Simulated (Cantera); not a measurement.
# Thermodynamics of tantalum, niobium, vanadium and zirconium in process gases, feed Ta + CO2 + H2

Feed: 1 mol Ta, 0.49 mol CO2, 48 mol H2, at 2327 °C and 4.40 Pa.

Cantera equilibrium calculation (NASA polynomials, part measured and part estimated; ideal gas, pure solids and liquids). Candidate condensed phases: C, C6H6, C7H8, C8H18, H2O, Ta, TaC, Ta2O5; 113 gas species. Condensed phases not in the tables: Ta2C, N, O or C dissolved in the metal. Kinetics and transport are ignored.

* **x(H)**: 0.962
* **x(H2)**: 0.0276
* **x(CO)**: 0.00519
* **x(TaO)**: 0.00514
* **x(Ta)**: 0.000101
* **x(O)**: 2.71e-5
* **x(TaO2)**: 1.09e-5
* **x(OH)**: 1.20e-6
* **n(Ta(s))**: 0.504 mol
* **gas amount**: 94.38 mol
* **log10 activity of TaC(s) (absent)**: -3.27
* **log10 activity of C(graphite) (absent)**: -6.09
* **log10 activity of Ta2O5(l) (absent)**: -16.26
